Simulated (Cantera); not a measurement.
A perfectly stirred reactor is fed with C3H8 : O2 : N2 = 1 : 2.94 : 11.1 (molar parts), equivalence ratio 1.7, at 19.0 bar; it is adiabatic with a 323 K inlet, and is followed from long to short residence time, starting on the burning branch (τ in s: 0.026, 0.012, 0.005, 0.0022, 0.00095, 0.00041, 0.00018, 7.8e-05, 3.4e-05, 1.5e-05).

Cantera simulation using GRI-Mech 3.0 (53 species, 325 reactions); the numbers are that mechanism's predictions, not measurements. GRI-Mech 3.0 was tuned for natural gas; its chemistry of propane as a main component is partial and can be far from experiment. The pressure lies above the range GRI-Mech 3.0 was tuned for (to about 10 atm).

Task: Predict: blow-out, bracketed by the residence times tried; x(C3H8) at τ = 26.0 ms; x(O2) at τ = 26.0 ms; x(N2O) at τ = 26.0 ms; x(CO) at τ = 26.0 ms; x(H) at τ = 26.0 ms; x(C3H8) at τ = 0.410 ms; x(O2) at τ = 0.410 ms; x(N2O) at τ = 0.410 ms; x(CO) at τ = 0.410 ms; x(H) at τ = 0.410 ms.

Result: 
```
Property                                                                       Result
------------------------------------------------  -----------------------------------
blow-out, bracketed by the residence times tried  burning at 0.180 ms, out at 78.0 µs
x(C3H8) at τ = 26.0 ms                                                        1.86e-6
x(O2) at τ = 26.0 ms                                                         0.000350
x(N2O) at τ = 26.0 ms                                                         1.73e-9
x(CO) at τ = 26.0 ms                                                            0.102
x(H) at τ = 26.0 ms                                                           5.60e-5
x(C3H8) at τ = 0.410 ms                                                      0.000117
x(O2) at τ = 0.410 ms                                                         0.00772
x(N2O) at τ = 0.410 ms                                                        4.52e-8
x(CO) at τ = 0.410 ms                                                          0.0884
x(H) at τ = 0.410 ms                                                         0.000121
```
